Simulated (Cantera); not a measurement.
An isothermal plug-flow reactor at 850 K and 465 Torr (inlet), inlet velocity 3.8 m/s, active area per volume 1300 1/m; feed 0.929 % H₂, 3.74 % O₂, 95.3 % N₂, equivalence ratio 0.12.

Computed with Cantera and Deutschmann's 1995 Pt surface mechanism with GRI-Mech 3.0 gas chemistry. Catalytic surfaces can have several steady states; this one follows from the mechanism file's or the stated starting coverage. Mass transfer to the wall is taken as infinitely fast.

x: gas mole fraction; θ: surface coverage.

```json
[
 {"z (m)": "0.00076", "x H₂": "[?]", "x O₂": "0.0335", "x H₂O": "0.00805", "θ free Pt": "0.140", "θ O*": "0.858", "θ OH*": "0.00210"},
 {"z (m)": "0.0016", "x H₂": "[?]", "x O₂": "0.0331", "x H₂O": "0.00898", "θ free Pt": "0.118", "θ O*": "0.880", "θ OH*": "0.00201"},
 {"z (m)": "0.0035", "x H₂": "[?]", "x O₂": "0.0329", "x H₂O": "0.00931", "θ free Pt": "0.112", "θ O*": "0.886", "θ OH*": "0.00198"},
 {"z (m)": "0.0076", "x H₂": "[?]", "x O₂": "0.0329", "x H₂O": "0.00933", "θ free Pt": "0.111", "θ O*": "0.887", "θ OH*": "0.00198"},
 {"z (m)": "0.016", "x H₂": "2.05e-12", "x O₂": "0.0329", "x H₂O": "0.00934", "θ free Pt": "0.111", "θ O*": "0.887", "θ OH*": "0.00198"},
 {"z (m)": "0.035", "x H₂": "<1e-12", "x O₂": "0.0329", "x H₂O": "0.00934", "θ free Pt": "0.111", "θ O*": "0.887", "θ OH*": "0.00198"},
 {"z (m)": "0.076", "x H₂": "<1e-12", "x O₂": "0.0329", "x H₂O": "0.00934", "θ free Pt": "0.111", "θ O*": "0.887", "θ OH*": "0.00198"}
]
```

Problem. Fill in the missing entries.

Solution. 
- 0.00076, x H₂: 0.00128
- 0.0016, x H₂: 0.000356
- 0.0035, x H₂: 2.63e-5
- 0.0076, x H₂: 1.07e-7
